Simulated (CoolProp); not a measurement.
Properties of ethylene along the isotherm 396.4 K (Tc = 282.4 K, pc = 5.042 MPa, ω = 0.087).

The numbers come from the reference Helmholtz-energy equation of state, Smukala 2000 in CoolProp.

| p (MPa) | phase | density (kg/m³) | cv (kJ/(kg K)) | speed of sound (m/s) | Joule-Thomson coefficient (K/MPa) |
|---|---|---|---|---|---|
| 0.54 | gas | 4.652 | … | … | 4.931 |
| 1.08 | gas | 9.418 | 1.590 | 368.1 | 4.930 |
| 1.62 | gas | 14.30 | 1.594 | 365.5 | 4.927 |
| 2.16 | gas | … | 1.599 | … | 4.920 |
| 2.7 | gas | 24.45 | 1.605 | 360.5 | 4.909 |
| 3.24 | gas | 29.71 | 1.610 | … | 4.893 |
| 3.78 | gas | 35.11 | 1.615 | 355.9 | 4.872 |
| 4.32 | gas | 40.65 | 1.620 | 353.8 | 4.846 |
| 4.86 | gas | 46.33 | 1.625 | 351.8 | 4.814 |
| 5.4 | supercritical | … | 1.630 | 350.0 | 4.776 |
| 5.94 | supercritical | 58.13 | 1.635 | 348.4 | 4.730 |
| 6.48 | supercritical | 64.24 | 1.641 | 346.9 | 4.677 |
| 7.02 | supercritical | 70.50 | 1.646 | 345.8 | 4.617 |
| 7.56 | supercritical | 76.89 | 1.651 | 344.8 | 4.548 |

Q: What belongs in the gaps?

A: 
- 0.54, cv (kJ/(kg K)): 1.585
- 0.54, speed of sound (m/s): 370.8
- 2.16, density (kg/m³): 19.31
- 2.16, speed of sound (m/s): 363.0
- 3.24, speed of sound (m/s): 358.1
- 5.4, density (kg/m³): 52.16
